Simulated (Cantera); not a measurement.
Charge: 1 mol Si, 0.47 mol H2, held at 652 °C and 825 Torr.

Method: chemical equilibrium by Gibbs-energy minimisation in Cantera with the NASA 1993 tables (ideal gas, pure condensed phases). Candidate condensed phases: Si; 9 gas species. Rates play no part.

### Question
What is the equilibrium state?

### Answer
* **x(H2)**: 1.00
* **n(Si(s))**: 1.00 mol
* **gas amount**: 0.4700 mol
